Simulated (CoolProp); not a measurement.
A closed Brayton cycle with carbon dioxide: compressor inlet 325.15 K and 7.9 MPa, high pressure 23.5 MPa, turbine inlet 940 K, compressor efficiency 0.85, turbine efficiency 0.9, recuperator effectiveness 0.95 (on enthalpy, no pinch check). Each further row changes one setting.

The numbers come from the reference Helmholtz-energy equation of state, Span 1996 in CoolProp.

```tsv
case	thermal efficiency (%)	net work (kJ/kg)	compressor to turbine work	compressor exit (K)	turbine exit (K)
as stated	?	105	0.36	419.2	799.4
turbine inlet 890 K	38.2	?	0.38	419.2	754.3
compressor inlet 335.15 K	38.9	98.0	?	?	799.4
high pressure 20 MPa	?	?	0.34	404.8	?
recuperator effectiveness 0.5	?	105	0.36	419.2	799.4
```

**Question.** Some entries are withheld; supply them.

**Answer.** 
- as stated, thermal efficiency (%): 40.0
- turbine inlet 890 K, net work (kJ/kg): 95.1
- compressor inlet 335.15 K, compressor to turbine work: 0.40
- compressor inlet 335.15 K, compressor exit (K): 435.1
- high pressure 20 MPa, thermal efficiency (%): 39.5
- high pressure 20 MPa, net work (kJ/kg): 92.4
- high pressure 20 MPa, turbine exit (K): 819.5
- recuperator effectiveness 0.5, thermal efficiency (%): 22.8
